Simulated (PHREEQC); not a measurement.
Make-up at 20 °C: 130 mmol/kgw MgCl2, 2.9 mmol/kgw Na2SO4 and 58 mmol/kgw MgSO4. Closed to the air; pH follows from the charge balance.

Equilibrium calculation in PHREEQC: ion-association model, phreeqc.dat.

```json
[
 {"quantity": "pH", "before": "6.55", "after": "6.88"},
 {"quantity": "ionic strength (mol/kgw)", "before": "0.476", "after": "0.132"},
 {"quantity": "Mg+2 (mol/kgw)", "before": "0.149", "after": "0.0309"},
 {"quantity": "MgSO4 (mol/kgw)", "before": "0.0385", "after": "0.0271"},
 {"quantity": "SO4-2 (mol/kgw)", "before": "0.0222", "after": "0.0335"},
 {"quantity": "NaSO4- (mol/kgw)", "before": "0.000134", "after": "0.000305"}
]
```

Task: Name the change that produced these shifts.
A. MgCl2 left out
B. diluted 10-fold with water
C. diluted 100-fold with water
D. MgSO4 from 0.058 to 0.0522 mol/kgw
E. MgCl2 replaced by FeCl3 at the same molality

Result: A, MgCl2 left out

No solid was allowed to form.
